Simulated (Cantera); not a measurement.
An adiabatic, constant-pressure homogeneous reactor starts with CH3OH : O2 : N2 = 1 : 0.938 : 9.38 (molar parts), at 1323 K and 6000 Torr.

Detailed kinetics in Cantera: GRI-Mech 3.0 (53 species, 325 reactions). GRI-Mech 3.0 was tuned for natural gas; its chemistry of methanol as a main component is partial and can be far from experiment.

Problem. Predict: time of steepest temperature rise; temperature at 0.400 s; equilibrium temperature; x(O2) at 0.400 s; x(HCN) at 0.400 s; x(O) at 0.400 s; x(CH2O) at 0.400 s.

Solution. 
* **time of steepest temperature rise**: 0.328 ms
* **temperature at 0.400 s**: 2124 K
* **equilibrium temperature**: 2124 K
* **x(O2) at 0.400 s**: 5.60e-7 (gas-phase equilibrium 5.60e-7)
* **x(HCN) at 0.400 s**: 5.06e-8 (gas-phase equilibrium 5.06e-8)
* **x(O) at 0.400 s**: 4.37e-7 (gas-phase equilibrium 4.37e-7)
* **x(CH2O) at 0.400 s**: 6.56e-9 (gas-phase equilibrium 6.56e-9)
